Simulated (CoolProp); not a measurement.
The fluid at 372.73 K and 4.38 MPa is throttled through a valve to 2.61 MPa with no heat exchange. The same conditions are run with several fluids, on thermodynamics alone (safety and materials aside).

Model: reference Helmholtz-energy equation of state of each fluid (n-perfluorobutane: Gao 2022; n-pentane: Thol 2019; decamethylcyclopentasiloxane (D5): Thol 2019; the fluoroketone C6F12O (FK-5-1-12): McLinden 2015; R1336mzz(E): Akasaka 2023), in CoolProp.

Task: Rank n-perfluorobutane, n-pentane, decamethylcyclopentasiloxane (D5), the fluoroketone C6F12O (FK-5-1-12), R1336mzz(E) by temperature change (K), highest first.

Result: decamethylcyclopentasiloxane (D5) (+0.6), n-pentane (+0.2), the fluoroketone C6F12O (FK-5-1-12) (+0.0), R1336mzz(E) (-1.0), n-perfluorobutane (-1.5)

| fluid | final density (kg/m³) |
|---|---|
| n-perfluorobutane | 1140 |
| n-pentane | 544 |
| decamethylcyclopentasiloxane (D5) | 879 |
| the fluoroketone C6F12O (FK-5-1-12) | 1370 |
| R1336mzz(E) | 1050 |
